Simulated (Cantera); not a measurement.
Input: 1 mol Si₂H₆, 0.66 mol Cl₂, 35 mol N₂, at 0.00220 bar.

These are equilibrium values from Cantera (NASA tables, ideal gas, pure condensed phases), not measurements of a reactor. Candidate condensed phases: NH₄Cl, Si, Si₃N₄; 28 gas species. The feed counts by its element totals alone. N₂ is the only nitrogen source here; it is nearly inert below about 1500 K, so the nitride shown seldom forms there in practice. Kinetics and transport are ignored. All values below are at 900 °C.

Base state: N₂ 0.902, H₂ 0.0627, HCl 0.0353, SiCl₂ 1.51e-5 (mole fractions); condensed: Si₃N₄(s).

Question: What changes in the equilibrium state with this change: Si₂H₆ replaced by SiHCl₃?

Answer: 
```csv
species,before,after
N₂,0.902,0.950
HCl,0.0353,0.0258
SiCl₄,9.24e-6,0.0216
H₂,0.0627,0.000683
SiCl₃,3.76e-6,0.00125
SiCl₂,1.51e-5,0.000716
"Si₃N₄(s), mol",0.666,0.0442
```
The tables' values for SiCl₃ are old estimates; treat these amounts as uncertain.
